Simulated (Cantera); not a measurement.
## Catalytic combustion on Pt

An isothermal plug-flow reactor at 573 K and 500000 Pa (inlet), inlet velocity 2.1 m/s, active area per volume 220 1/m; feed H2 : O2 : N2 : H2O = 0.0028 : 0.15 : 0.79 : 0.0054 (molar parts), equivalence ratio 0.0093.

Cantera simulation using Deutschmann's 1995 Pt surface mechanism with GRI-Mech 3.0 gas chemistry; the numbers are that mechanism's predictions, not measurements. Catalytic surfaces can have several steady states; this one follows from the mechanism file's or the stated starting coverage. Mass transfer to the wall is taken as infinitely fast.

```json
[
 {"z (m)": "0.00015", "x H2": "0.00291", "x O2": "0.158", "x H2O": "0.00573", "θ free Pt": "0.0294", "θ O*": "0.953", "θ OH*": "0.0172"},
 {"z (m)": "0.00029", "x H2": "0.00288", "x O2": "0.158", "x H2O": "0.00577", "θ free Pt": "0.0290", "θ O*": "0.954", "θ OH*": "0.0172"},
 {"z (m)": "0.00057", "x H2": "0.00281", "x O2": "0.158", "x H2O": "0.00584", "θ free Pt": "0.0283", "θ O*": "0.955", "θ OH*": "0.0170"},
 {"z (m)": "0.0011", "x H2": "0.00269", "x O2": "0.158", "x H2O": "0.00596", "θ free Pt": "0.0271", "θ O*": "0.956", "θ OH*": "0.0168"},
 {"z (m)": "0.0021", "x H2": "0.00248", "x O2": "0.158", "x H2O": "0.00617", "θ free Pt": "0.0251", "θ O*": "0.959", "θ OH*": "0.0163"},
 {"z (m)": "0.0041", "x H2": "0.00216", "x O2": "0.158", "x H2O": "0.00650", "θ free Pt": "0.0218", "θ O*": "0.963", "θ OH*": "0.0154"},
 {"z (m)": "0.0079", "x H2": "0.00172", "x O2": "0.158", "x H2O": "0.00693", "θ free Pt": "0.0174", "θ O*": "0.968", "θ OH*": "0.0141"},
 {"z (m)": "0.015", "x H2": "0.00125", "x O2": "0.157", "x H2O": "0.00740", "θ free Pt": "0.0127", "θ O*": "0.975", "θ OH*": "0.0123"}
]
```
x: gas mole fraction; θ: surface coverage.
